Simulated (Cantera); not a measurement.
Equilibrium for carbothermic reduction: Cu2O + CO + H2

Input: 1 mol Cu2O, 1.5 mol CO, 1.6 mol H2, held at 2298.15 K and 25.0 mbar.

Method: chemical equilibrium by Gibbs-energy minimisation in Cantera with the NASA 1993 tables (ideal gas, pure condensed phases). Candidate condensed phases: C, C6H6, C7H8, C8H18, Cu, CuO, Cu(OH)2, Cu2O, H2O; 113 gas species. The numbers say what is thermodynamically allowed, not how fast it happens.

```
Property                                   Result
--------------------------------------  ---------
x(Cu)                                       0.385
x(CO)                                       0.247
x(H2)                                       0.150
x(H2O)                                      0.146
x(CO2)                                     0.0430
x(H)                                       0.0235
x(OH)                                     0.00368
x(Cu2)                                   0.000769
x(O)                                     0.000393
gas amount                              5.169 mol
log10 activity of Cu(l) (absent)            -0.69
log10 activity of C(graphite) (absent)      -6.57
```
